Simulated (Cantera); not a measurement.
**Hydrocarbon pyrolysis for carbon deposition**

An isothermal, constant-pressure homogeneous reactor starts with C2H4 : H2 = 1 : 20 (molar parts), at 1323 K and 0.00790 atm.

Detailed kinetics in Cantera: GRI-Mech 3.0 (53 species, 325 reactions). GRI-Mech 3.0 was tuned for natural gas; its chemistry of ethylene as a main component is partial and can be far from experiment. GRI-Mech 3.0 stops at C3 and has no aromatics, soot or wall deposition, so with more carbon than oxygen in the feed, carbon stays in small species such as C2H2 where larger ones or solid carbon would form. Radical loss at walls, strong at low pressure, is not modelled.

| t (s) | x C2H4 | x H2 | x H | x CH3 | x CH2 | x C2H2 | x C2H |
|---|---|---|---|---|---|---|---|
| 1.00e-5 | 0.0476 | 0.952 | 3.74e-12 | <1e-12 | <1e-12 | 1.69e-8 | <1e-12 |
| 4.06e-5 | 0.0476 | 0.952 | 1.71e-11 | <1e-12 | <1e-12 | 6.84e-8 | <1e-12 |
| 0.000165 | 0.0476 | 0.952 | 8.34e-11 | <1e-12 | <1e-12 | 2.78e-7 | <1e-12 |
| 0.000669 | 0.0476 | 0.952 | 3.89e-10 | <1e-12 | <1e-12 | 1.13e-6 | <1e-12 |
| 0.00272 | 0.0476 | 0.952 | 1.66e-9 | <1e-12 | <1e-12 | 4.58e-6 | <1e-12 |
| 0.0110 | 0.0476 | 0.952 | 6.81e-9 | <1e-12 | <1e-12 | 1.86e-5 | <1e-12 |
| 0.0448 | 0.0475 | 0.952 | 2.81e-8 | 4.92e-12 | <1e-12 | 7.60e-5 | <1e-12 |
| 0.182 | 0.0473 | 0.952 | 1.28e-7 | 5.67e-11 | <1e-12 | 0.000314 | <1e-12 |
| 0.739 | 0.0461 | 0.952 | 1.27e-6 | 1.13e-9 | 1.03e-12 | 0.00148 | 1.07e-12 |
| 3.00 | 0.0332 | 0.953 | 8.16e-6 | 1.76e-8 | 4.85e-12 | 0.0137 | 6.36e-11 |
x: mole fraction; the columns are a selection and need not sum to one.

Equilibrium at this temperature and pressure: C2H4 0.000636, H2 0.949, H 1.74e-5, CH3 3.95e-6, CH2 4.61e-11, C2H2 0.0399, C2H 3.95e-10 (gas phase only).
